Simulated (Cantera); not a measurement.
# Thermodynamics of silicon carbide growth, feed Si(CH₃)₄ + C₂H₄ + H₂

Charge: 1 mol Si(CH₃)₄, 1.5 mol C₂H₄, 2.8 mol H₂, at 1.43 Torr.

These are equilibrium values from Cantera (NASA tables, ideal gas, pure condensed phases), not measurements of a reactor. Candidate condensed phases: C, C₆H₆, C₇H₈, C₈H₁₈, Si, SiC; 87 gas species. Gases not in the tables: Si₂H₆ and higher silanes. The numbers say what is thermodynamically allowed, not how fast it happens.

From 1302 °C to 2002 °C the condensed part is C(graphite) + SiC(s). From 2102 °C to 2302 °C the condensed part is C(graphite). The main Si-bearing gas is Si throughout.

| T (°C) | log p H₂ | log p H | log p Si | log p SiC₂ | log p C₂H₂ (acetylene) | n C(graphite) | n SiC(s) |
|---|---|---|---|---|---|---|---|
| 1302 | -2.72 | -5.74 | -9.26 | -11.75 | -7.40 | 6.00 | 1.000 |
| 1402 | -2.72 | -5.30 | -8.23 | -10.41 | -6.96 | 6.00 | 1.000 |
| 1502 | -2.72 | -4.90 | -7.33 | -9.23 | -6.57 | 6.00 | 1.000 |
| 1602 | -2.73 | -4.55 | -6.52 | -8.17 | -6.23 | 5.99 | 0.998 |
| 1702 | -2.74 | -4.23 | -5.79 | -7.23 | -5.92 | 6.00 | 0.989 |
| 1802 | -2.75 | -3.95 | -5.14 | -6.37 | -5.66 | 6.02 | 0.946 |
| 1902 | -2.78 | -3.70 | -4.54 | -5.60 | -5.43 | 6.14 | 0.767 |
| 2002 | -2.84 | -3.49 | -4.00 | -4.90 | -5.26 | 6.62 | 0.0565 |
| 2102 | -2.90 | -3.30 | -3.99 | -4.74 | -5.10 | 6.56 | 0 |
| 2202 | -2.98 | -3.14 | -4.03 | -4.65 | -4.99 | 6.42 | 0 |
| 2302 | -3.10 | -3.01 | -4.09 | -4.58 | -4.93 | 6.23 | 0 |
log p: log10 of the partial pressure in bar; n: condensed amount in mol.
